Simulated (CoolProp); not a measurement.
Octamethylcyclotetrasiloxane (D4) along the isobar 0.101 MPa: fugacity coefficient from the reference equation and from simpler models built on Tc = 586.5 K, pc = 1.347 MPa, ω = 0.598; each cubic takes its own stable root.

Values from CoolProp's reference Helmholtz-energy equation of state, Thol 2015.

| T (K) | phase | reference |
|---|---|---|
| 534.7 | gas | 0.9628 |
| 540.4 | gas | 0.9642 |
| 546.1 | gas | 0.9656 |
| 551.8 | gas | 0.9669 |
| 557.5 | gas | 0.9682 |
| 563.1 | gas | 0.9694 |
| 568.8 | gas | 0.9705 |
| 574.5 | gas | 0.9716 |
| 580.2 | gas | 0.9726 |
| 585.9 | gas | 0.9736 |
| 591.6 | gas | 0.9746 |
| 597.3 | gas | 0.9755 |
| 602.9 | gas | 0.9764 |
| 608.6 | gas | 0.9772 |
| 614.3 | gas | 0.9780 |
| 620 | gas | 0.9788 |

Problem. How far does each simpler model (van der Waals, Redlich-Kwong, Soave-Redlich-Kwong, Peng-Robinson) lie from the reference over these 16 states: mean and median of the absolute difference, and the worst?

Solution. 
- van der Waals: mean 0.5 %, median 0.5 %, worst +1.0 % at 534.7 K and 0.101 MPa
- Redlich-Kwong: mean 0.2 %, median 0.1 %, worst +0.4 % at 534.7 K and 0.101 MPa
- Soave-Redlich-Kwong: mean 0.1 %, median 0.1 %, worst +0.1 % at 534.7 K and 0.101 MPa
- Peng-Robinson: mean 0.2 %, median 0.2 %, worst -0.2 % at 557.5 K and 0.101 MPa
